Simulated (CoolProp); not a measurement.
Vapour pressure (MPa) of propyne: the reference equation beside estimates from Tc = 129.6 °C, pc = 5.658 MPa, ω = 0.204. Clausius-Clapeyron is anchored at 42.55 °C with a constant enthalpy of vaporisation of 17.61 kJ/mol.

Values from CoolProp's reference Helmholtz-energy equation of state, Polt 1992. This equation is an older, rougher fit; its heat capacities, sound speeds and derivatives of the liquid may be far off and weren't checked against measurements.

| T (°C) | reference | Lee-Kesler | Clausius-Clapeyron | Soave-Redlich-Kwong | Peng-Robinson |
|---|---|---|---|---|---|
| 29.85 | 0.6685 | 0.6777 | 0.7100 | 0.6786 | 0.6723 |
| 33.05 | 0.7304 | 0.7413 | 0.7638 | 0.7427 | 0.7354 |
| 36.15 | [?] | 0.8071 | 0.8186 | 0.8090 | 0.8006 |
| 39.35 | 0.8651 | 0.8794 | 0.8780 | 0.8821 | 0.8725 |
| 42.55 | 0.9404 | 0.9563 | 0.9404 | [?] | 0.9490 |
| 45.65 | 1.018 | [?] | 1.004 | 1.040 | [?] |
| 48.85 | 1.103 | 1.122 | 1.072 | 1.128 | [?] |
| 52.05 | 1.194 | 1.214 | 1.144 | 1.221 | 1.206 |
| 55.15 | 1.287 | 1.308 | [?] | 1.317 | 1.300 |
| 58.35 | 1.388 | 1.410 | 1.295 | [?] | 1.403 |

### Question
Fill in the missing entries.

### Answer

- 36.15, reference: 0.7945
- 42.55, Soave-Redlich-Kwong: 0.9599
- 45.65, Lee-Kesler: 1.035
- 45.65, Peng-Robinson: 1.028
- 48.85, Peng-Robinson: 1.114
- 55.15, Clausius-Clapeyron: 1.217
- 58.35, Soave-Redlich-Kwong: 1.421

Absolute difference from the reference over all 10 rows, mean and median: Lee-Kesler 1.6 and 1.6 %, Clausius-Clapeyron 3.6 and 3.6 %, Soave-Redlich-Kwong 2.0 and 2.1 %, Peng-Robinson 0.9 and 0.9 %.
